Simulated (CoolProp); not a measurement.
R141b at 351.06 K and 0.701 MPa is throttled through a valve to 0.146 MPa with no heat exchange. Each further row changes one setting.

Model: reference Helmholtz-energy equation of state, Lemmon 2006, in CoolProp. It is a short technical equation, of lower accuracy than the large ones.

| case | temperature change (K) | final phase | final density (kg/m³) |
|---|---|---|---|
| as stated | -35.0 | two-phase, vapour fraction 0.196 | 34.1 |
| outlet pressure 0.0438 MPa | -67.7 | two-phase, vapour fraction 0.345 | 6.42 |
| outlet pressure 0.19 MPa | -26.7 | two-phase, vapour fraction 0.153 | 55.0 |
